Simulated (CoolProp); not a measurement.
Computed with CoolProp (reference Helmholtz-energy equation of state, Schmidt 1985). Above 300 K oxygen's equation is extrapolated.

Problem. For oxygen, give the phase and the density (kg/m³), isothermal compressibility (1/MPa), fugacity coefficient at 89.65 °C and 505 bar.

Solution. 
- 89.65 °C and 505 bar: supercritical; density 458, isothermal compressibility 0.0138, fugacity coefficient 1.05
